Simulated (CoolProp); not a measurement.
A single-stage vapour-compression cycle with the fluid: evaporating at 255.15 K (dew point), condensing at 321.15 K (bubble point), superheat 2 K, subcooling 8 K, compressor efficiency 0.7, no pressure losses. The same conditions are run with several fluids, on thermodynamics alone (safety and materials aside).

Computed with CoolProp (reference Helmholtz-energy equation of state of each fluid (CH2F2 (R32): Tillner-Roth 1997; R11: Jacobsen 1992; C3F8 (R218): Lemmon 2006; propylene: Lemmon 2013; isobutene: Lemmon 2005; cis-2-butene: Lemmon 2005)).

Question: Rank CH2F2 (R32), R11, C3F8 (R218), propylene, isobutene, cis-2-butene by cooling COP, highest first.

Answer: R11 (2.30), cis-2-butene (2.23), isobutene (2.16), propylene (2.01), CH2F2 (R32) (1.98), C3F8 (R218) (1.34)

```tsv
fluid	pressure ratio	discharge temperature (K)	refrigerating effect (kJ/kg)	volumetric capacity (kJ/m³)
CH2F2 (R32)	6.86	408.6	238	2820
R11	12.8	369.8	147	166
C3F8 (R218)	7.00	321.2	34.7	737
propylene	6.00	357.2	258	1810
isobutene	8.99	344.3	270	472
cis-2-butene	10.4	357.6	310	338
```

The compression ends wet for: C3F8 (R218).
